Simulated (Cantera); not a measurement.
A closed system holds: 1 mol C, 1.1 mol O2, 66 mol H2, held at 675 K and 0.133 bar.

These are equilibrium values from Cantera (NASA tables, ideal gas, pure condensed phases), not measurements of a reactor. Candidate condensed phases: C, C6H6, C7H8, C8H18, H2O; 110 gas species. The numbers say what is thermodynamically allowed, not how fast it happens.

Base state: H2 0.951, H2O 0.0338, CH4 0.0154 (mole fractions); condensed: gas only.

**Question.** What changes in the equilibrium state with this change: C replaced by n-butane?

**Answer.** 
```json
[
 {"species": "H2", "before": "0.951", "after": "0.907"},
 {"species": "CH4", "before": "0.0154", "after": "0.0597"},
 {"species": "H2O", "before": "0.0338", "after": "0.0328"}
]
```

**Question.** What changes in the equilibrium state with this change: O2 from 1.1 to 0.7 mol?

**Answer.** 
| species | before | after |
|---|---|---|
| H2 | 0.951 | 0.963 |
| H2O | 0.0338 | 0.0215 |
| CH4 | 0.0154 | 0.0154 |
